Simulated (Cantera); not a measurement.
Charge: 1 mol MgCO3, 1.8 mol CO2, held at 1.00 bar.

Method: chemical equilibrium by Gibbs-energy minimisation in Cantera with the NASA 1993 tables (ideal gas, pure condensed phases). Candidate condensed phases: C, Mg, MgCO3, MgO; 15 gas species. The numbers say what is thermodynamically allowed, not how fast it happens. All values below are at 950 K.

Base state: CO2 1.00 (mole fractions); condensed: MgO(s).

Problem. What changes in the equilibrium state with this change: 0.02 mol H2S added?

Solution. 
```tsv
species	before	after
CO2	1.00	0.982
CO	5.91e-8	0.00651
H2O	0	0.00628
COS	0	0.00199
S2	0	0.00161
SO2	0	0.00110
H2S	0	0.000719
H2	0	7.46e-5
MgO(s), mol	1.00	1.00
```
Gases not in the tables: S3 to S7. Further candidate phases: C6H6, C7H8, C8H18, H2O, H2SO4, Mg(OH)2, MgS, MgSO4, S.
